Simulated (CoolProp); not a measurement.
A single-stage vapour-compression cycle with neopentane: evaporating at 329.15 K (dew point), condensing at 392.15 K (bubble point), superheat 2 K, subcooling 2 K, compressor efficiency 0.6, no pressure losses. Each further row changes one setting.

Values from CoolProp's reference Helmholtz-energy equation of state, Lemmon 2006. It is a short technical equation, of lower accuracy than the large ones.

```csv
case,cooling COP,pressure ratio,discharge temperature (K),refrigerating effect (kJ/kg),volumetric capacity (kJ/m³)
as stated,1.63,3.84,392.1,111,1370
evaporating temperature 334.15 K,1.91,3.39,392.1,119,?
condensing temperature 387.15 K,?,?,387.2,126,1560
subcooling 7 K,?,3.84,392.1,126,1560
superheat 12 K,1.78,3.84,?,131,1550
compressor efficiency 0.5,1.36,3.84,392.1,111,1370
```

### Question
Some entries are withheld; supply them.

### Answer

- evaporating temperature 334.15 K, volumetric capacity (kJ/m³): 1660
- condensing temperature 387.15 K, cooling COP: 1.96
- condensing temperature 387.15 K, pressure ratio: 3.51
- subcooling 7 K, cooling COP: 1.85
- superheat 12 K, discharge temperature (K): 394.3

The compression ends wet for: as stated; evaporating temperature 334.15 K; condensing temperature 387.15 K; subcooling 7 K; compressor efficiency 0.5.
